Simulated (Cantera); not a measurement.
Cantera with NASA thermochemical tables; ideal gases at 1 bar, condensed phases pure. Values are per mole of reaction as written; species without (g) are pure solids or liquids, kept so even where they would boil at 1 bar.

HF(g) + LiCl ⇌ HCl(g) + F(g) + Li

```
T (K)    ΔH° (kJ)   ΔS° (J/K)    ΔG° (kJ)     log10 K
-----  ----------  ----------  ----------  ----------
950    (withheld)  (withheld)  (withheld)  (withheld)
1050   (withheld)  (withheld)  (withheld)  (withheld)
1150   (withheld)  (withheld)  (withheld)  (withheld)
1250        644.3       118.2       496.6      -20.75
1350        643.4       117.5       484.8      -18.76
1450        642.6       116.9       473.0      -17.04
1550   (withheld)  (withheld)  (withheld)  (withheld)
```

Question: What belongs in the gaps?

Answer: 
- 950, ΔH° (kJ): 647.8
- 950, ΔS° (J/K): 121.4
- 950, ΔG° (kJ): 532.4
- 950, log10 K: -29.28
- 1050, ΔH° (kJ): 646.5
- 1050, ΔS° (J/K): 120.1
- 1050, ΔG° (kJ): 520.4
- 1050, log10 K: -25.89
- 1150, ΔH° (kJ): 645.4
- 1150, ΔS° (J/K): 119.1
- 1150, ΔG° (kJ): 508.4
- 1150, log10 K: -23.09
- 1550, ΔH° (kJ): 641.9
- 1550, ΔS° (J/K): 116.4
- 1550, ΔG° (kJ): 461.4
- 1550, log10 K: -15.55
